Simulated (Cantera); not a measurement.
A closed system holds: 1 mol C2H4, 2.9 mol H2, equilibrated at 1300 Pa.

Method: chemical equilibrium by Gibbs-energy minimisation in Cantera with the NASA 1993 tables (ideal gas, pure condensed phases). Candidate condensed phases: C, C6H6, C7H8, C8H18; 76 gas species. Equilibrium is a limit: real reactors are often held back by kinetics, nucleation or transport.

x: gas mole fraction; n: condensed amount in mol.

| T (K) | x H2 | x H | x CH4 | x C3 | x C2H2 (acetylene) | n C(graphite) |
|---|---|---|---|---|---|---|
| 598 | 0.574 | <1e-12 | 0.426 | <1e-12 | <1e-12 | ? |
| 798 | 0.983 | 2.32e-11 | 0.0174 | <1e-12 | 1.17e-12 | 1.92 |
| 998 | 0.999 | 1.89e-8 | 0.00127 | <1e-12 | 1.08e-9 | 1.99 |
| 1198 | 1.000 | 1.67e-6 | 0.000208 | <1e-12 | 9.89e-8 | 2.00 |
| 1398 | 1.000 | 4.15e-5 | 5.68e-5 | <1e-12 | 2.45e-6 | 2.00 |
| 1598 | 0.999 | 0.000467 | 2.14e-5 | <1e-12 | 2.69e-5 | 2.00 |
| 1798 | 0.997 | 0.00308 | 1.00e-5 | 8.29e-12 | 0.000172 | 2.00 |
| 1998 | 0.985 | 0.0140 | 5.39e-6 | 2.03e-9 | 0.000747 | 1.99 |
| 2198 | 0.950 | 0.0476 | 3.10e-6 | 1.78e-7 | 0.00241 | 1.98 |
| 2398 | 0.865 | 0.129 | 1.74e-6 | 7.29e-6 | 0.00598 | 1.94 |
| 2598 | 0.707 | 0.281 | 8.38e-7 | 0.000166 | 0.0114 | 1.86 |
| 2798 | 0.483 | 0.495 | 2.98e-7 | 0.00237 | 0.0160 | ? |
| 2998 | 0.253 | 0.693 | 6.52e-8 | 0.0235 | 0.0157 | ? |

Q: Complete the blanks.

A: 
- 598, n C(graphite): 0.535
- 2798, n C(graphite): 1.70
- 2998, n C(graphite): 0.976
